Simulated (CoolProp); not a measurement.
Dimethyl carbonate along the isobar 24.8 MPa: density (kg/m³) from the reference equation and from simpler models built on Tc = 283.9 °C, pc = 4.909 MPa, ω = 0.346; each cubic takes its own stable root.

Model: reference Helmholtz-energy equation of state, Zhou 2011, in CoolProp.

```tsv
T (°C)	phase	reference
87.15	liquid	1010
103.35	liquid	990.4
119.55	liquid	970.5
135.85	liquid	950.3
152.05	liquid	929.9
168.25	liquid	909.1
184.55	liquid	887.9
200.75	liquid	866.4
216.95	liquid	844.5
233.25	liquid	821.9
249.45	liquid	798.8
265.65	liquid	775.0
```

Q: How far does each simpler model (van der Waals, Redlich-Kwong, Soave-Redlich-Kwong) lie from the reference over these 12 states: mean and median of the absolute difference, and the worst?

A: 
- van der Waals: mean 34.9 %, median 35.2 %, worst -38.2 % at 87.15 °C and 24.8 MPa
- Redlich-Kwong: mean 11.3 %, median 11.4 %, worst -12.4 % at 87.15 °C and 24.8 MPa
- Soave-Redlich-Kwong: mean 9.1 %, median 9.1 %, worst -9.8 % at 87.15 °C and 24.8 MPa
